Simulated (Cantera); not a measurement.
A closed system holds: 1 mol AlN, 16 mol O₂, 0.39 mol N₂, at 1.80 Pa.

These are equilibrium values from Cantera (NASA tables, ideal gas, pure condensed phases), not measurements of a reactor. Candidate condensed phases: Al, AlN, Al₂O₃; 16 gas species. Equilibrium is a limit: real reactors are often held back by kinetics, nucleation or transport.

x: gas mole fraction; n: condensed amount in mol.

```csv
T (°C),x O₂,x O,x N₂,x NO,x AlO,x Al,x AlO₂,n Al₂O₃(s)
850,0.945,1.01e-6,0.0551,5.85e-5,<1e-12,<1e-12,<1e-12,0.500
950,0.945,9.26e-6,0.0551,0.000130,<1e-12,<1e-12,<1e-12,0.500
1050,0.945,6.09e-5,0.0550,0.000257,<1e-12,<1e-12,<1e-12,0.500
1150,0.944,0.000308,0.0549,0.000461,<1e-12,<1e-12,<1e-12,0.500
1250,0.943,0.00126,0.0547,0.000763,<1e-12,<1e-12,<1e-12,0.500
1350,0.940,(withheld),0.0544,(withheld),(withheld),<1e-12,(withheld),0.500
1450,0.931,0.0129,0.0539,0.00174,5.16e-10,<1e-12,4.39e-11,0.500
1550,0.911,(withheld),0.0530,(withheld),(withheld),(withheld),(withheld),0.500
1650,0.866,0.0794,0.0514,0.00319,3.20e-7,2.75e-9,9.03e-9,0.500
1750,0.781,0.166,0.0486,0.00391,5.00e-6,1.02e-7,8.51e-8,0.500
1850,0.643,0.308,0.0445,0.00438,6.16e-5,2.88e-6,6.31e-7,0.499
```

Task: Some entries are withheld; supply them.

Result: 
- 1350, x O: 0.00435
- 1350, x NO: 0.00119
- 1350, x AlO: 1.14e-11
- 1350, x AlO₂: 1.83e-12
- 1550, x O: 0.0339
- 1550, x NO: 0.00242
- 1550, x AlO: 1.53e-8
- 1550, x Al: 5.21e-11
- 1550, x AlO₂: 7.33e-10
